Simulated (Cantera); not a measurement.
A perfectly stirred reactor is fed with CH₄ : N₂ = 1 : 1.8 (molar parts), at 39.0 Torr; it is held at 1675 K, and followed from long to short residence time.

Model: GRI-Mech 3.0 (53 species, 325 reactions), integrated in Cantera. GRI-Mech 3.0 stops at C3 and has no aromatics, soot or wall deposition, so with more carbon than oxygen in the feed, carbon stays in small species such as C2H2 where larger ones or solid carbon would form.

**Question.** What does this change do: temperature 1675 to 1173 K?

**Answer.** 
```json
[
 {"quantity": "x(CH₄) at τ = 3.10 s", "before": "0.0319", "after": "0.357"},
 {"quantity": "x(C₂H₄) at τ = 3.10 s", "before": "0.000290", "after": "6.56e-7"},
 {"quantity": "x(CH₂) at τ = 3.10 s", "before": "2.46e-7", "after": "<1e-12"},
 {"quantity": "x(CH₃) at τ = 3.10 s", "before": "0.000414", "after": "1.46e-6"},
 {"quantity": "x(H₂) at τ = 3.10 s", "before": "0.359", "after": "6.37e-6"},
 {"quantity": "x(CH₄) at τ = 44.0 ms", "before": "0.232", "after": "0.357"},
 {"quantity": "x(C₂H₄) at τ = 44.0 ms", "before": "0.00672", "after": "7.11e-11"},
 {"quantity": "x(CH₂) at τ = 44.0 ms", "before": "7.72e-7", "after": "<1e-12"},
 {"quantity": "x(CH₃) at τ = 44.0 ms", "before": "0.00213", "after": "1.45e-7"},
 {"quantity": "x(H₂) at τ = 44.0 ms", "before": "0.132", "after": "7.37e-8"}
]
```
